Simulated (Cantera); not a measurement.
Input: 1 mol Cu, 1.2 mol F₂, equilibrated at 1175 °C and 10.0 mbar.

These are equilibrium values from Cantera (NASA tables, ideal gas, pure condensed phases), not measurements of a reactor. Equilibrium is a limit: real reactors are often held back by kinetics, nucleation or transport.

| species | before | after |
|---|---|---|
| F₂ | 0.000178 | 0.846 |
| F | 0.286 | 0.154 |
| CuF₂ | 0.714 | 4.90e-6 |
| CuF | 0.000520 | <1e-9 |
| CuF₂(s), mol | 0 | 1.000 |
Gas species are given as mole fractions.

Task: Name the change that produced these shifts.
A. temperature from 1175 °C to 575 °C
B. temperature from 1175 °C to 927 °C
C. pressure from 10.0 mbar to 1.00 bar
D. temperature from 1175 °C to 1025 °C

Result: A, temperature from 1175 °C to 575 °C
